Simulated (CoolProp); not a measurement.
A Linde-Hampson liquefier for nitrogen: isothermal reversible compression at 200 K from 1 atm to 25 MPa, throttling to 1 atm, return gas leaving the recuperator 10 K below the feed. Each further row changes one setting.

Values from CoolProp's reference Helmholtz-energy equation of state, Span 2000.

```json
[
 {"case": "as stated", "liquid yield per pass": "…", "compression work (kJ/kg of gas)": "309"},
 {"case": "high pressure 50 MPa", "liquid yield per pass": "…", "compression work (kJ/kg of gas)": "358"},
 {"case": "warm-end temperature 230 K", "liquid yield per pass": "0.153", "compression work (kJ/kg of gas)": "…"},
 {"case": "warm-end gap 15 K", "liquid yield per pass": "0.213", "compression work (kJ/kg of gas)": "309"}
]
```

Some entries are withheld; supply them.


- as stated, liquid yield per pass: 0.226
- high pressure 50 MPa, liquid yield per pass: 0.222
- warm-end temperature 230 K, compression work (kJ/kg of gas): 366
